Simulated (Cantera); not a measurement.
Input: 1 mol CaO, 2.2 mol HF, 57 mol N₂, held at 1875 K and 1000 Pa.

Method: chemical equilibrium by Gibbs-energy minimisation in Cantera with the NASA 1993 tables (ideal gas, pure condensed phases). Candidate condensed phases: Ca, CaF₂, CaO, Ca(OH)₂, H₂O; 47 gas species. The numbers say what is thermodynamically allowed, not how fast it happens.

Question: What is the equilibrium state?

Answer: 
```json
{
 "x(N₂)": "0.962",
 "x(HF)": "0.0235",
 "x(CaF₂)": "0.00682",
 "x(H₂O)": "0.00618",
 "x(H₂)": "0.000509",
 "x(NO)": "0.000164",
 "x(O₂)": "0.000164",
 "x(H)": "0.000148",
 "x(OH)": "0.000140",
 "n(CaO(s))": "0.595 mol",
 "gas_amount": "59.23 mol",
 "log10 activity of CaF₂(l) (absent)": "-1.11",
 "log10 activity of Ca(l) (absent)": "-9.20"
}
```
